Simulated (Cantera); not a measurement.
Charge: 1 mol TEOS, 1.5 mol CO₂, 0.13 mol O₂, held at 1373 K and 0.133 bar.

Cantera equilibrium calculation (NASA polynomials, part measured and part estimated; ideal gas, pure solids and liquids). Candidate condensed phases: C, C₆H₆, C₇H₈, C₈H₁₈, H₂O, Si, SiC, SiO₂; 123 gas species. The feed counts by its element totals alone. The tables hold silica as quartz up to 1696 K and as liquid above; real silica turns to tridymite and cristobalite and melts near 1996 K. Equilibrium is a limit: real reactors are often held back by kinetics, nucleation or transport.

Base state: H₂ 0.655, CO 0.345, CH₄ 0.000288, H₂O 0.000141, CO₂ 3.60e-5 (mole fractions); condensed: C(graphite) + SiO₂(β-quartz).

Problem. What changes in the equilibrium state with this change: temperature from 1373 K to 1050 K?

Solution. 
| species | before | after |
|---|---|---|
| H₂ | 0.655 | 0.651 |
| CO | 0.345 | 0.337 |
| H₂O | 0.000141 | 0.00531 |
| CO₂ | 3.60e-5 | 0.00324 |
| CH₄ | 0.000288 | 0.00324 |
| C(graphite), mol | 4.24 | 4.32 |
| SiO₂(β-quartz), mol | 1.000 | 1.00 |

Problem. What changes in the equilibrium state with this change: temperature from 1373 K to 523.15 K?

Solution. 
| species | before | after |
|---|---|---|
| H₂O | 0.000141 | 0.529 |
| CH₄ | 0.000288 | 0.349 |
| CO₂ | 3.60e-5 | 0.0715 |
| H₂ | 0.655 | 0.0498 |
| CO | 0.345 | 7.49e-5 |
| C(graphite), mol | 4.24 | 6.21 |
| SiO₂(β-quartz), mol | 1.000 | 0 |
| SiO₂(α-quartz), mol | 0 | 1.00 |
